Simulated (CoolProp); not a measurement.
Vapour-liquid equilibrium of toluene (1) + n-octane (2) at 15 bar; x and y are mole fractions of (1).

Model: multi-fluid Helmholtz-energy mixture model, Lemmon 2006 and Beckmüller 2019; pair parameters Bell 2016, in CoolProp.

```json
[
 {"x": "0.05", "bubble temperature, mixture model (K)": "531.8", "bubble temperature, Raoult's law (K)": "532.4", "y, mixture model": "0.061", "y, Raoult's law": "0.064"},
 {"x": "0.2", "bubble temperature, mixture model (K)": "527.8", "bubble temperature, Raoult's law (K)": "529.5", "y, mixture model": "0.235", "y, Raoult's law": "0.244"},
 {"x": "0.35", "bubble temperature, mixture model (K)": "524.2", "bubble temperature, Raoult's law (K)": "526.8", "y, mixture model": "0.395", "y, Raoult's law": "0.411"},
 {"x": "0.5", "bubble temperature, mixture model (K)": "521.3", "bubble temperature, Raoult's law (K)": "524.1", "y, mixture model": "0.542", "y, Raoult's law": "0.565"},
 {"x": "0.65", "bubble temperature, mixture model (K)": "519.0", "bubble temperature, Raoult's law (K)": "521.5", "y, mixture model": "0.681", "y, Raoult's law": "0.707"},
 {"x": "0.8", "bubble temperature, mixture model (K)": "517.2", "bubble temperature, Raoult's law (K)": "519.0", "y, mixture model": "0.816", "y, Raoult's law": "0.839"},
 {"x": "0.95", "bubble temperature, mixture model (K)": "516.0", "bubble temperature, Raoult's law (K)": "516.6", "y, mixture model": "0.953", "y, Raoult's law": "0.961"}
]
```

The largest gap from Raoult's law is -2.8 K in bubble temperature, at x = 0.5. No azeotrope shows between x = 0.05 and 0.95.

The pair parameters rest on a limited set of measurements; away from them the model extrapolates.
